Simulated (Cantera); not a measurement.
Input: 1 mol Fe, 0.24 mol H2S, 140 mol H2, at 4.10 bar.

These are equilibrium values from Cantera (NASA tables, ideal gas, pure condensed phases), not measurements of a reactor. Candidate condensed phases: Fe, FeS, FeS2, S; 8 gas species. Mutual solubility and eutectic melting of coexisting phases are not modelled. FeS: taken at fixed stoichiometry. Kinetics and transport are ignored.

log p: log10 of the partial pressure in bar; n: condensed amount in mol.

```tsv
T (K)	log p H2	log p H2S	log p H	log p SH	n Fe(α)	n FeS(s)	n Fe(γ)	n Fe(δ)	n Fe(l)
748	0.61	-3.50	<-11	<-11	0.771	0.229	0	0	0
848	0.61	-2.96	-10.41	-10.02	0.798	0.202	0	0	0
948	0.61	-2.53	-8.97	-8.53	0.860	0.140	0	0	0
1048	0.61	-2.19	-7.81	-7.32	0.982	0.0182	0	0	0
1148	0.61	-2.15	-6.84	-6.57	1.00	0	0	0	0
1248	0.61	-2.15	-6.02	-5.97	0	0	1.00	0	0
1348	0.61	-2.15	?	?	0	0	1.00	0	0
1448	0.61	-2.15	-4.73	-5.02	0	0	1.000	0	0
1548	0.61	-2.16	?	?	0	0	1.000	0	0
1648	0.61	-2.16	-3.74	-4.30	0	0	1.000	0	0
1748	0.61	-2.16	-3.34	-4.00	0	0	0	1.000	0
1848	0.61	-2.17	-2.97	-3.74	0	0	0	0	0.998
1948	0.61	-2.17	-2.64	-3.51	0	0	0	0	0.993
```

Q: Some entries are withheld; supply them.

A: 
- 1548, log p H: -4.21
- 1548, log p SH: -4.63
- 1348, log p H: -5.33
- 1348, log p SH: -5.46
